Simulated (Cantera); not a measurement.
Feed: 1 mol Al, 3 mol Cl₂, 1.4 mol H₂, equilibrated at 17.0 Pa.

Equilibrium computed with Cantera from the NASA thermochemical tables; the gas is ideal and each condensed phase is pure. Candidate condensed phases: Al, AlCl₃; 12 gas species. Rates play no part. All values below are at 1250 K.

Base state: HCl 0.703, AlCl₃ 0.251, Cl 0.0409, Cl₂ 0.00467 (mole fractions); condensed: gas only.

Question: What changes in the equilibrium state with this change: H₂ from 1.4 to 4.4 mol?

Answer: 
| species | before | after |
|---|---|---|
| HCl | 0.703 | 0.436 |
| H₂ | 2.97e-7 | 0.419 |
| AlCl₃ | 0.251 | 0.143 |
| Cl | 0.0409 | 2.14e-5 |
| Cl₂ | 0.00467 | 1.27e-9 |
| AlCl | <1e-9 | 0.000304 |
| H | 2.02e-8 | 2.40e-5 |
| AlCl₂ | 1.23e-6 | 0.00134 |
The tables' values for AlCl₂ are old estimates; treat these amounts as uncertain.
